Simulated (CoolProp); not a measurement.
The numbers come from the reference Helmholtz-energy equation of state, Lemmon 2006 in CoolProp. It is a short technical equation, of lower accuracy than the large ones.

Problem. Give the vapour pressure (bar), vapour density (kg/m³), surface tension (mN/m) of saturated C3F8 (R218) at 265.6, 286.2 K.

Solution. 
| T (K) | p (bar) | vapour density (kg/m³) | surface tension (mN/m) |
|---|---|---|---|
| 265.6 | 3.22 | 31.0 | 7.16 |
| 286.2 | 6.20 | 59.9 | 4.96 |

Surface tension comes from a separate correlation (Mulero 2012).
